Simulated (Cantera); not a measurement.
# Low-pressure radical oxidation in H2/O2

An isothermal, constant-pressure homogeneous reactor starts with 14.6 % H₂, 63.3 % O₂, 22.2 % N₂, at 950 K and 1.05 Torr.

Computed with Cantera and the H2/O2 subset of GRI-Mech 3.0, which has no nitrogen chemistry. Radical loss at walls, strong at low pressure, is not modelled. The temperature is held fixed by assumption; the heat of reaction is taken as removed at once.

| t (s) | x H₂ | x O₂ | x O | x HO₂ | x OH | x H₂O₂ | x H |
|---|---|---|---|---|---|---|---|
| 2.00e-5 | 0.146 | 0.633 | <1e-12 | <1e-12 | <1e-12 | <1e-12 | <1e-12 |
| 4.69e-5 | 0.146 | 0.633 | <1e-12 | 1.04e-12 | <1e-12 | <1e-12 | 1.03e-12 |
| 0.000110 | 0.146 | 0.633 | <1e-12 | 2.44e-12 | <1e-12 | <1e-12 | 2.40e-12 |
| 0.000257 | 0.146 | 0.633 | <1e-12 | 5.72e-12 | <1e-12 | <1e-12 | 5.52e-12 |
| 0.000602 | 0.146 | 0.633 | 1.28e-12 | 1.34e-11 | <1e-12 | <1e-12 | 1.27e-11 |
| 0.00141 | 0.146 | 0.633 | 6.36e-12 | 3.14e-11 | 3.44e-12 | <1e-12 | 3.04e-11 |
| 0.00331 | 0.146 | 0.633 | 3.20e-11 | 7.36e-11 | 1.33e-11 | <1e-12 | 8.89e-11 |
| 0.00775 | 0.146 | 0.633 | 2.32e-10 | 1.73e-10 | 8.45e-11 | <1e-12 | 4.96e-10 |
| 0.0181 | 0.146 | 0.633 | 8.22e-9 | 4.52e-10 | 2.92e-9 | <1e-12 | 1.67e-8 |
| 0.0425 | 0.145 | 0.633 | 2.70e-5 | 1.42e-7 | 9.60e-6 | 4.02e-11 | 5.49e-5 |
| 0.0996 | 0.00705 | 0.565 | 0.0334 | 1.09e-6 | 0.00276 | 1.21e-8 | 0.0641 |
| 0.233 | 0.00442 | 0.569 | 0.0313 | 1.14e-6 | 0.00226 | 1.06e-8 | 0.0482 |
| 0.547 | 0.00309 | 0.583 | 0.0199 | 1.21e-6 | 0.00190 | 1.42e-8 | 0.0252 |
| 1.28 | 0.00120 | 0.597 | 0.00725 | 1.18e-6 | 0.00118 | 2.06e-8 | 0.00554 |
| 3.00 | 0.000208 | 0.603 | 0.00124 | 8.08e-7 | 0.000478 | 2.51e-8 | 0.000381 |
x: mole fraction; the columns are a selection and need not sum to one.

Equilibrium at this temperature and pressure: H₂ 9.90e-11, O₂ 0.604, O 6.64e-10, HO₂ 2.15e-10, OH 3.48e-7, H₂O₂ 6.56e-12, H <1e-12 (gas phase only).
